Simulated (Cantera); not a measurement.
# Equilibrium for sublimation and decomposition of ceramics: MgO + H2

Input: 1 mol MgO, 5.1 mol H2, at 44.0 Pa.

These are equilibrium values from Cantera (NASA tables, ideal gas, pure condensed phases), not measurements of a reactor. Candidate condensed phases: H2O, Mg, MgO, Mg(OH)2; 30 gas species. Ions and electrons are included (thermal ionisation). The numbers say what is thermodynamically allowed, not how fast it happens.

| T (°C) | x H | x Mg | x O | x e- | x Mg+ | x H2 |
|---|---|---|---|---|---|---|
| 2727 | 0.822 | 0.0830 | 0.0807 | 0.000133 | 0.000133 | 0.0119 |
| 3227 | 0.834 | 0.0806 | 0.0818 | 0.00131 | 0.00131 | 0.000878 |
| 3727 | 0.830 | 0.0741 | 0.0814 | 0.00724 | 0.00724 | 0.000119 |
| 4227 | 0.815 | 0.0552 | 0.0799 | 0.0248 | 0.0248 | 2.45e-5 |
| 4727 | 0.793 | 0.0260 | 0.0777 | 0.0517 | 0.0517 | 6.69e-6 |
x: gas mole fraction; nothing condenses.

From 2727 °C to 4727 °C nothing is condensed. The main Mg-bearing gas is Mg at 2727 °C and Mg+ at 4727 °C.
